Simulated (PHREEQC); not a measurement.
Solution (25 °C): 0.022 mol CuCl2, 0.11 mol H2SO4 and 0.001 mol H3BO3 per kg of water. Closed to the air; pH follows from the charge balance.

Equilibrium calculation in PHREEQC: ion-association model, phreeqc.dat.

Task: The ionic strength comes out as 0.204 mol/kgw. What activity coefficients do HSO4-, SO4-2, CuCl+, Cl-, H+ get?

Result: HSO4- 0.75, SO4-2 0.29, CuCl+ 0.72, Cl- 0.71, H+ 0.80.

No solid was allowed to form. Complexes and solids missing from the database can't appear.
